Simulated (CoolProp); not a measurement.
Properties of ethylene along the isotherm 176.85 °C.

Computed with CoolProp (reference Helmholtz-energy equation of state, Smukala 2000).

| p (bar) | phase | cp (kJ/(kg K)) | cv (kJ/(kg K)) | isothermal compressibility (1/MPa) |
|---|---|---|---|---|
| 56 | supercritical | 2.261 | 1.799 | 0.1913 |
| 112 | supercritical | 2.500 | 1.828 | 0.09780 |
| 168 | supercritical | 2.706 | 1.851 | 0.06109 |
| 224 | supercritical | 2.812 | 1.865 | 0.03969 |
| 280 | supercritical | 2.834 | 1.875 | 0.02679 |
| 336 | supercritical | 2.817 | 1.883 | 0.01904 |
| 392 | supercritical | 2.787 | 1.891 | 0.01424 |
| 448 | supercritical | 2.757 | 1.898 | 0.01113 |
| 504 | supercritical | 2.730 | 1.905 | 0.009008 |
